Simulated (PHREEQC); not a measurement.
## Acid mine or pickling water: an equilibrium model

Synthetic water in mmol/kgw, 15 °C, pH 2.93, pe 12.7:

| constituent | mmol/kgw |
|---|---|
| Na | 6.8 |
| K | 0.842 |
| Ca | 3.17 |
| Mg | 0.889 |
| Cl | 4.69 |
| S(6) | 6.76 |
| O(0) (counted as O atoms) | 0.094 |

Valence states are taken as typed.

The numbers come from PHREEQC with the ion-association model, wateq4f.dat.

Each row changes one thing in this solution. No solid was allowed to form.

```csv
case,ionic strength (mol/kgw),CaSO4 (mol/kgw),Mg+2 (mol/kgw),HSO4- (mol/kgw),MgSO4 (mol/kgw),NaSO4- (mol/kgw),SI of Gypsum (CaSO4:2H2O),SI of Halite (NaCl)
as made,0.0239,0.000750,0.000678,0.000324,0.000211,9.48e-5,-0.80,-6.19
Mg from 0.889 to 1.78 mmol/kgw,0.0250,0.000722,0.00137,0.000313,0.000408,9.11e-5,-0.81,-6.19
Mg from 0.889 to 0.445 mmol/kgw,0.0233,0.000765,0.000337,0.000330,0.000108,9.67e-5,-0.79,-6.19
temperature from 15 to 40 °C at the same typed pH,0.0229,0.000825,0.000580,0.000519,0.000309,0.000101,-0.84,-6.25
```

Species that the database lacks are ignored. Away from 25 °C the constants follow the database's enthalpies or fits; those with neither stay at their 25 °C values.
